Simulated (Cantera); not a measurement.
Standard-state values (1 bar) from the NASA 1993 polynomials, evaluated with Cantera. Values are per mole of reaction as written; species without (g) are pure solids or liquids, kept so even where they would boil at 1 bar.

10 NO2(g) + 6 Ta = 3 Ta2O5 + 5 N2O(g), with ΔH° = -6071.8 kJ and ΔS° = -1120.5 J/K at 300 K.

Problem. How far is the shortcut ΔG° ≈ ΔH°(300 K) − T·ΔS°(300 K) from the full temperature-dependent value at 1323, 1373, 1423, 1473, 1523, 1573, 1623, 1673 K?

Solution. 
```csv
T (K),shortcut (kJ),full (kJ),difference (kJ),difference in log10 K
1323,-4589.4,-4687.0,97.6,-3.85
1373,-4533.4,-4639.3,105.9,-4.03
1423,-4477.3,-4591.8,114.5,-4.20
1473,-4421.3,-4544.6,123.3,-4.37
1523,-4365.3,-4497.6,132.3,-4.54
1573,-4309.3,-4450.8,141.5,-4.70
1623,-4253.2,-4404.2,151.0,-4.86
1673,-4197.2,-4357.9,160.6,-5.02
```
The shortcut ignores the heat-capacity change of the reaction.
